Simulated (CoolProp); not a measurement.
Saturation properties of R142b (Tc = 410.3 K, pc = 4.055 MPa, ω = 0.232).

Values from CoolProp's reference Helmholtz-energy equation of state, Lemmon 2006. It is a short technical equation, of lower accuracy than the large ones.

```json
[
 {"T (K)": "194.1", "p (MPa)": "0.001715", "liquid viscosity (µPa s)": "950", "liquid conductivity (mW/(m K))": "121"},
 {"T (K)": "210.4", "p (MPa)": "0.005917", "liquid viscosity (µPa s)": "709", "liquid conductivity (mW/(m K))": "115"},
 {"T (K)": "226.6", "p (MPa)": "0.01650", "liquid viscosity (µPa s)": "552", "liquid conductivity (mW/(m K))": "109"},
 {"T (K)": "242.9", "p (MPa)": "0.03942", "liquid viscosity (µPa s)": "441", "liquid conductivity (mW/(m K))": "102"},
 {"T (K)": "259.2", "p (MPa)": "0.08297", "liquid viscosity (µPa s)": "359", "liquid conductivity (mW/(m K))": "96.1"},
 {"T (K)": "275.5", "p (MPa)": "0.1578", "liquid viscosity (µPa s)": "296", "liquid conductivity (mW/(m K))": "89.9"},
 {"T (K)": "291.7", "p (MPa)": "0.2757", "liquid viscosity (µPa s)": "[?]", "liquid conductivity (mW/(m K))": "83.9"},
 {"T (K)": "308", "p (MPa)": "0.4524", "liquid viscosity (µPa s)": "207", "liquid conductivity (mW/(m K))": "78.0"},
 {"T (K)": "324.3", "p (MPa)": "[?]", "liquid viscosity (µPa s)": "174", "liquid conductivity (mW/(m K))": "72.5"},
 {"T (K)": "340.5", "p (MPa)": "1.042", "liquid viscosity (µPa s)": "147", "liquid conductivity (mW/(m K))": "67.2"},
 {"T (K)": "356.8", "p (MPa)": "1.492", "liquid viscosity (µPa s)": "[?]", "liquid conductivity (mW/(m K))": "62.2"},
 {"T (K)": "373.1", "p (MPa)": "2.072", "liquid viscosity (µPa s)": "101", "liquid conductivity (mW/(m K))": "57.6"},
 {"T (K)": "389.3", "p (MPa)": "2.804", "liquid viscosity (µPa s)": "80.4", "liquid conductivity (mW/(m K))": "53.3"}
]
```

Q: Complete the blanks.

A: 
- 291.7, liquid viscosity (µPa s): 247
- 324.3, p (MPa): 0.7029
- 356.8, liquid viscosity (µPa s): 123

It boils at 264.0 K under 1 atm.

Viscosity comes from a separate model (Huber 2003), an estimate that may be off by 10 % or more. Thermal conductivity comes from a separate model (Huber 2003), an estimate that may be off by 10 % or more.
